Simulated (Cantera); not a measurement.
Charge: 1 mol C₂H₂, 1.9 mol O₂, 7.9 mol H₂, 0.31 mol H₂O, held at 0.170 bar.

Cantera equilibrium calculation (NASA polynomials, part measured and part estimated; ideal gas, pure solids and liquids). Candidate condensed phases: C, C₆H₆, C₇H₈, C₈H₁₈, H₂O; 110 gas species. The numbers say what is thermodynamically allowed, not how fast it happens. All values below are at 2273 K.

Base state: H₂ 0.629, H₂O 0.177, CO 0.168, H 0.0162, CO₂ 0.00860, OH 0.000707, O 1.25e-5 (mole fractions); condensed: gas only.

Q: What changes in the equilibrium state with this change: H₂ from 7.9 to 1.4 mol?

A: 
```tsv
species	before	after
H₂O	0.177	0.348
CO	0.168	0.327
H₂	0.629	0.218
CO₂	0.00860	0.0947
H	0.0162	0.00951
O₂	1.47e-6	4.72e-5
O	1.25e-5	7.06e-5
OH	0.000707	0.00236
```
